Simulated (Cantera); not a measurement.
**Ignition delay**

Mixture: CO : H2 : O2 : N2 = 1 : 1.3 : 2.8 : 10.5 (molar parts), at 1.00 atm, adiabatic and at constant pressure. Ignition delay is the time to a rise of 400 K.

Cantera simulation using GRI-Mech 3.0 (53 species, 325 reactions); the numbers are that mechanism's predictions, not measurements. Where the delays flatten at high temperature, the 400 K rule measures the pace of heat release, not the induction time.

```tsv
T0 (K)	delay (ms)
1223	0.0685
1273	0.0595
1323	0.0537
1373	0.0501
1423	0.0480
1473	0.0471
1523	0.0471
1573	0.0479
```
